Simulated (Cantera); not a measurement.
Cantera run, input and output.

```python
import numpy as np
import cantera as ct

gas = ct.Solution("gri30.yaml")
gas.TPX = 1275, 27000, {'H2': 0.56, 'O2': 1, 'N2': 1.2}
inlet = ct.Reservoir(gas, clone=True)

reactor = ct.IdealGasConstPressureReactor(gas, energy="off", clone=False)
exhaust = ct.Reservoir(gas, clone=True)
tau = [0.42, 0.19, 0.088, 0.04, 0.019, 0.0085, 0.0039, 0.0018, 0.00082][0]
for a, b in ((inlet, reactor), (reactor, exhaust)):
    ct.MassFlowController(a, b, mdot=lambda t: reactor.mass / tau)
net = ct.ReactorNet([reactor])
show = ['H2', 'O2', 'HO2', 'NO', 'O', 'H', 'N2O']

rows = []
print(f"{'tau/s':>10s}{'T/K':>9s}" + "".join(f"{s:>11s}" for s in show))
for tau in [0.42, 0.19, 0.088, 0.04, 0.019, 0.0085, 0.0039, 0.0018, 0.00082]:
    net.initial_time = 0.0
    net.advance(30 * tau)
    before = gas.X
    net.advance(40 * tau)
    drift = np.max(np.abs(gas.X - before) / (gas.X + 1e-9))
    rows.append([gas.T, *gas[show].X, drift])
    print(f"{tau:10.3e}{gas.T:9.1f}" + "".join(f"{x:11.3e}" for x in gas[show].X))
```

Result:

```
     tau/s      T/K         H2         O2        HO2         NO          O          H        N2O
 4.200e-01   1275.0  1.917e-04  2.901e-01  6.934e-06  3.208e-07  1.119e-04  9.877e-06  3.347e-07
 1.900e-01   1275.0  3.222e-04  2.901e-01  1.074e-05  2.568e-07  1.926e-04  2.198e-05  2.978e-07
 8.800e-02   1275.0  5.308e-04  2.900e-01  1.591e-05  2.240e-07  3.251e-04  4.770e-05  2.580e-07
 4.000e-02   1275.0  8.793e-04  2.899e-01  2.285e-05  2.259e-07  5.535e-04  1.052e-04  2.172e-07
 1.900e-02   1275.0  1.404e-03  2.897e-01  3.079e-05  2.689e-07  9.088e-04  2.214e-04  1.808e-07
 8.500e-03   1275.0  2.305e-03  2.895e-01  4.039e-05  3.754e-07  1.538e-03  4.927e-04  1.450e-07
 3.900e-03   1275.0  3.686e-03  2.892e-01  4.987e-05  5.604e-07  2.529e-03  1.063e-03  1.147e-07
 1.800e-03   1275.0  5.814e-03  2.887e-01  5.853e-05  8.505e-07  4.082e-03  2.255e-03  8.889e-08
 8.200e-04   1275.0  9.149e-03  2.880e-01  6.559e-05  1.274e-06  6.510e-03  4.761e-03  6.711e-08
```

Computed with Cantera and GRI-Mech 3.0 (53 species, 325 reactions). The temperature is held fixed by assumption; the heat of reaction is taken as removed at once.
